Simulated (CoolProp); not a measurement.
The fluid at 528.73 K and 2.68 MPa expands adiabatically to 0.488 MPa with isentropic efficiency 0.8. The same conditions are run with several fluids, on thermodynamics alone (safety and materials aside).

Model: reference Helmholtz-energy equation of state of each fluid (carbonyl sulfide: Lemmon 2006; n-butane: Bücker 2006; carbon dioxide: Span 1996; hydrogen chloride: Thol 2018; methane: Setzmann 1991), in CoolProp.

Problem. Rank carbonyl sulfide, n-butane, carbon dioxide, hydrogen chloride, methane by work (kJ/kg), highest first.

Solution. methane (319), hydrogen chloride (127), carbon dioxide (114), n-butane (91.2), carbonyl sulfide (82.7)

| fluid | final temperature (K) | final density (kg/m³) |
|---|---|---|
| carbonyl sulfide | 414.0 | 8.69 |
| n-butane | 482.9 | 7.27 |
| carbon dioxide | 408.0 | 6.38 |
| hydrogen chloride | 362.0 | 6.01 |
| methane | 412.2 | 2.29 |
